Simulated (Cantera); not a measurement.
## SiH₂Cl₂ + N₂ (silicon nitride deposition)

Feed: 1 mol SiH₂Cl₂, a varied amount of N₂, held at 1100 °C and 48000 Pa.

Cantera equilibrium calculation (NASA polynomials, part measured and part estimated; ideal gas, pure solids and liquids). Candidate condensed phases: NH₄Cl, Si, Si₃N₄; 28 gas species. N₂ is the only nitrogen source here; it is nearly inert below about 1500 K, so the nitride shown seldom forms there in practice. The tables' values for SiCl₃ are old estimates; treat these amounts as uncertain. The numbers say what is thermodynamically allowed, not how fast it happens.

From 2.7 mol N₂ to 19 mol N₂ the condensed part is Si₃N₄(s). The main Si-bearing gas is SiCl₄ throughout. The share of Si in condensed phases is highest at 19 mol N₂ (83.3 %) and lowest at 2.7 mol N₂ (76.6 %).

```json
[
 {"n(N₂) (mol)": "2.7", "x N₂": "0.552", "x HCl": "0.275", "x H₂": "0.114", "x SiCl₄": "0.0533", "x SiCl₃": "0.00336", "x SiHCl₃": "0.00140", "x SiCl₂": "0.000977", "x SiH₂Cl₂": "5.45e-6", "n Si₃N₄(s)": "0.255"},
 {"n(N₂) (mol)": "3.7", "x N₂": "0.640", "x HCl": "0.229", "x H₂": "0.0864", "x SiCl₄": "0.0403", "x SiCl₃": "0.00266", "x SiHCl₃": "0.000965", "x SiCl₂": "0.000809", "x SiH₂Cl₂": "3.42e-6", "n Si₃N₄(s)": "0.259"},
 {"n(N₂) (mol)": "5.2", "x N₂": "0.722", "x HCl": "0.183", "x H₂": "0.0626", "x SiCl₄": "0.0291", "x SiCl₃": "0.00204", "x SiHCl₃": "0.000631", "x SiCl₂": "0.000661", "x SiH₂Cl₂": "2.02e-6", "n Si₃N₄(s)": "0.263"},
 {"n(N₂) (mol)": "7.2", "x N₂": "0.786", "x HCl": "0.145", "x H₂": "0.0452", "x SiCl₄": "0.0209", "x SiCl₃": "0.00157", "x SiHCl₃": "0.000412", "x SiCl₂": "0.000544", "x SiH₂Cl₂": "1.20e-6", "n Si₃N₄(s)": "0.267"},
 {"n(N₂) (mol)": "10", "x N₂": "0.838", "x HCl": "0.113", "x H₂": "0.0320", "x SiCl₄": "0.0147", "x SiCl₃": "0.00119", "x SiHCl₃": "0.000264", "x SiCl₂": "0.000447", "x SiH₂Cl₂": "6.99e-7", "n Si₃N₄(s)": "0.271"},
 {"n(N₂) (mol)": "14", "x N₂": "0.880", "x HCl": "0.0864", "x H₂": "0.0221", "x SiCl₄": "0.0101", "x SiCl₃": "0.000894", "x SiHCl₃": "0.000164", "x SiCl₂": "0.000365", "x SiH₂Cl₂": "3.95e-7", "n Si₃N₄(s)": "0.274"},
 {"n(N₂) (mol)": "19", "x N₂": "0.909", "x HCl": "0.0670", "x H₂": "0.0157", "x SiCl₄": "0.00714", "x SiCl₃": "0.000684", "x SiHCl₃": "0.000106", "x SiCl₂": "0.000303", "x SiH₂Cl₂": "2.33e-7", "n Si₃N₄(s)": "0.278"}
]
```
x: gas mole fraction; n: condensed amount in mol.
